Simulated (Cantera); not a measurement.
An isothermal, constant-pressure homogeneous reactor starts with 54.7 % NH₃, 44.9 % H₂, 0.356 % N₂, at 2025 K and 0.0800 bar.

Detailed kinetics in Cantera: the gas-phase N/H chemistry of the illustrative SiF4/NH3 mechanism in the Surface Chemkin manual (1991). Walls and surfaces, which speed up NH3 decomposition in real reactors, are not modelled.

x: mole fraction; the columns are a selection and need not sum to one.

```json
[
 {"t (s)": "9.00e-6", "x NH₃": "0.547", "x H₂": "0.449", "x H": "2.66e-6", "x NH": "6.42e-10", "x NH₂": "8.33e-6", "x N₂H₄": "1.72e-12"},
 {"t (s)": "2.63e-5", "x NH₃": "0.547", "x H₂": "0.449", "x H": "7.27e-6", "x NH": "8.90e-9", "x NH₂": "2.48e-5", "x N₂H₄": "1.75e-11"},
 {"t (s)": "7.69e-5", "x NH₃": "0.547", "x H₂": "0.449", "x H": "2.07e-5", "x NH": "9.44e-8", "x NH₂": "7.30e-5", "x N₂H₄": "1.58e-10"},
 {"t (s)": "0.000225", "x NH₃": "0.547", "x H₂": "0.449", "x H": "5.97e-5", "x NH": "8.47e-7", "x NH₂": "0.000212", "x N₂H₄": "1.36e-9"},
 {"t (s)": "0.000658", "x NH₃": "0.547", "x H₂": "0.449", "x H": "0.000163", "x NH": "6.25e-6", "x NH₂": "0.000581", "x N₂H₄": "1.02e-8"},
 {"t (s)": "0.00192", "x NH₃": "0.544", "x H₂": "0.450", "x H": "0.000278", "x NH": "1.73e-5", "x NH₂": "0.000982", "x N₂H₄": "2.92e-8"},
 {"t (s)": "0.00562", "x NH₃": "0.536", "x H₂": "0.456", "x H": "0.000290", "x NH": "1.80e-5", "x NH₂": "0.000997", "x N₂H₄": "3.01e-8"},
 {"t (s)": "0.0164", "x NH₃": "0.513", "x H₂": "0.471", "x H": "0.000304", "x NH": "1.79e-5", "x NH₂": "0.000968", "x N₂H₄": "2.84e-8"},
 {"t (s)": "0.0480", "x NH₃": "0.453", "x H₂": "0.512", "x H": "0.000344", "x NH": "1.74e-5", "x NH₂": "0.000891", "x N₂H₄": "2.40e-8"},
 {"t (s)": "0.140", "x NH₃": "___", "x H₂": "___", "x H": "___", "x NH": "___", "x NH₂": "___", "x N₂H₄": "___"},
 {"t (s)": "0.411", "x NH₃": "0.139", "x H₂": "0.726", "x H": "0.000721", "x NH": "1.25e-5", "x NH₂": "0.000404", "x N₂H₄": "4.93e-9"},
 {"t (s)": "1.20", "x NH₃": "0.0164", "x H₂": "0.808", "x H": "0.00167", "x NH": "6.51e-6", "x NH₂": "9.89e-5", "x N₂H₄": "2.95e-10"},
 {"t (s)": "3.51", "x NH₃": "___", "x H₂": "0.815", "x H": "0.00616", "x NH": "___", "x NH₂": "___", "x N₂H₄": "<1e-12"},
 {"t (s)": "10.3", "x NH₃": "9.80e-6", "x H₂": "0.815", "x H": "0.00618", "x NH": "5.33e-8", "x NH₂": "2.18e-7", "x N₂H₄": "<1e-12"},
 {"t (s)": "30.0", "x NH₃": "2.86e-6", "x H₂": "0.815", "x H": "0.00618", "x NH": "1.55e-8", "x NH₂": "6.36e-8", "x N₂H₄": "<1e-12"}
]
```

### Question
Complete the blanks.

### Answer

- 0.140, x NH₃: 0.324
- 0.140, x H₂: 0.600
- 0.140, x H: 0.000450
- 0.140, x NH: 1.60e-5
- 0.140, x NH₂: 0.000712
- 0.140, x N₂H₄: 1.53e-8
- 3.51, x NH₃: 6.14e-5
- 3.51, x NH: 3.32e-7
- 3.51, x NH₂: 1.36e-6
